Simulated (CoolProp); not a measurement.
n-octane along the isotherm 620 K: fugacity coefficient from the reference equation and from simpler models built on Tc = 568.7 K, pc = 2.484 MPa, ω = 0.398; each cubic takes its own stable root.

Values from CoolProp's reference Helmholtz-energy equation of state, Beckmüller 2019.

```csv
p (MPa),phase,reference
0.0118,gas,0.9987
0.0209,gas,0.9978
0.0373,gas,0.9960
0.0662,gas,0.9929
0.118,gas,0.9874
0.209,gas,0.9777
0.373,gas,0.9604
0.662,gas,0.9303
1.18,gas,0.8778
2.09,gas,0.7894
3.73,supercritical,0.6407
```

Question: How far does each simpler model (van der Waals, Redlich-Kwong, Peng-Robinson) lie from the reference over these 11 states: mean and median of the absolute difference, and the worst?

Answer: 
- van der Waals: mean 0.4 %, median 0.2 %, worst +1.4 % at 620 K and 2.09 MPa
- Redlich-Kwong: mean 0.2 %, median 0.0 %, worst -1.8 % at 620 K and 3.73 MPa
- Peng-Robinson: mean 0.4 %, median 0.1 %, worst -1.3 % at 620 K and 3.73 MPa
